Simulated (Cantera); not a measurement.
Charge: 1 mol SiO2, 1100 mol H2, 1.1 mol H2O, equilibrated at 100000 Pa.

Method: chemical equilibrium by Gibbs-energy minimisation in Cantera with the NASA 1993 tables (ideal gas, pure condensed phases). Candidate condensed phases: H2O, Si, SiO2; 18 gas species. The tables hold silica as quartz up to 1696 K and as liquid above; real silica turns to tridymite and cristobalite and melts near 1996 K. The numbers say what is thermodynamically allowed, not how fast it happens.

Q: Which condensed phases are stable at each of these points (T (°C)): 452, 527, 602, 677, 752, 827, 902, 977, 1052, 1127, 1202?

A: 
```csv
T (°C),condensed phases,Si condensed (%)
452,SiO2(α-quartz),100.0
527,SiO2(α-quartz),100.0
602,SiO2(β-quartz),100.0
677,SiO2(β-quartz),100.0
752,SiO2(β-quartz),100.0
827,SiO2(β-quartz),100.0
902,SiO2(β-quartz),100.0
977,SiO2(β-quartz),100.0
1052,SiO2(β-quartz),100.0
1127,SiO2(β-quartz),100.0
1202,SiO2(β-quartz),99.9
```

From 452 °C to 527 °C the condensed part is SiO2(α-quartz). From 602 °C to 1202 °C the condensed part is SiO2(β-quartz).
